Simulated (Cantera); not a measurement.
An adiabatic, constant-pressure homogeneous reactor starts with CH4 : O2 : N2 = 1.3 : 5.88 : 40 (molar parts), equivalence ratio 0.44, at 1700 K and 1.30 bar.

Cantera simulation using GRI-Mech 3.0 (53 species, 325 reactions); the numbers are that mechanism's predictions, not measurements.

x: mole fraction; the columns are a selection and need not sum to one.

```csv
t (s),T (K),x CH4,x O2,x NO2,x NO,x N2O,x HO2,x C2H
3.00e-6,1700,0.0276,0.125,<1e-12,<1e-12,6.70e-12,4.41e-7,<1e-12
8.23e-6,1700,0.0275,0.125,<1e-12,<1e-12,3.04e-11,1.17e-6,<1e-12
2.26e-5,1700,0.0275,0.125,<1e-12,1.42e-12,1.64e-10,2.96e-6,<1e-12
6.20e-5,1700,0.0274,0.125,<1e-12,8.53e-12,9.57e-10,6.71e-6,<1e-12
0.000170,1708,[?],0.123,3.40e-12,2.52e-10,[?],[?],1.21e-10
0.000468,2184,<1e-12,0.0680,3.30e-8,6.14e-5,5.89e-7,3.51e-6,<1e-12
0.00128,2256,<1e-12,0.0685,1.22e-7,0.000161,5.75e-7,2.39e-6,<1e-12
0.00352,2262,<1e-12,0.0685,2.37e-7,0.000311,5.17e-7,2.42e-6,<1e-12
0.00967,2261,<1e-12,0.0684,5.30e-7,0.000695,5.16e-7,2.41e-6,<1e-12
0.0265,2259,<1e-12,0.0679,1.27e-6,0.00167,5.15e-7,2.39e-6,<1e-12
0.0729,2255,<1e-12,0.0668,[?],[?],5.16e-7,2.33e-6,<1e-12
0.200,2249,<1e-12,0.0654,5.08e-6,0.00670,5.22e-7,2.25e-6,<1e-12
```

Problem. Complete the blanks.

Solution. 
- 0.000170, x CH4: 0.0246
- 0.000170, x N2O: 9.51e-9
- 0.000170, x HO2: 4.77e-5
- 0.0729, x NO2: 2.89e-6
- 0.0729, x NO: 0.00380
